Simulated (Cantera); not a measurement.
A closed system holds: 1 mol S, 0.26 mol SO2, 0.37 mol H2, 0.029 mol CH4, equilibrated at 1.33 mbar.

Equilibrium computed with Cantera from the NASA thermochemical tables; the gas is ideal and each condensed phase is pure. Candidate condensed phases: C, C6H6, C7H8, C8H18, H2O, H2SO4, S; 123 gas species. Equilibrium is a limit: real reactors are often held back by kinetics, nucleation or transport.

**Question.** At 3077 °C, list the 4 most abundant gas species with their mole fractions, and the condensed phases.

**Answer.** S 0.473, H 0.326, O 0.179, CO 0.0111. Condensed: gas only.
